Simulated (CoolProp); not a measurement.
Vapour-liquid equilibrium of acetone (1) + benzene (2) at 8.79 bar; x and y are mole fractions of (1).

Computed with CoolProp (multi-fluid Helmholtz-energy mixture model, Lemmon 2006 and Thol 2012; pair parameters Bell 2016).

| x | bubble temperature (K) | y at the bubble point | dew temperature at overall composition x (K) | liquid density (mol/L) |
|---|---|---|---|---|
| 0.05 | 441.1 | 0.097 | 442.7 | 9.069 |
| 0.2 | 432.8 | 0.324 | 437.4 | 9.357 |
| 0.35 | 426.6 | 0.493 | 431.9 | 9.637 |
| 0.5 | 421.7 | 0.630 | 426.4 | 9.923 |
| 0.65 | 417.7 | 0.749 | 421.0 | 10.22 |
| 0.8 | 414.2 | 0.859 | 416.0 | 10.55 |
| 0.95 | 411.2 | 0.965 | 411.6 | 10.90 |

No azeotrope shows between x = 0.05 and 0.95.

The pair parameters rest on a limited set of measurements; away from them the model extrapolates.
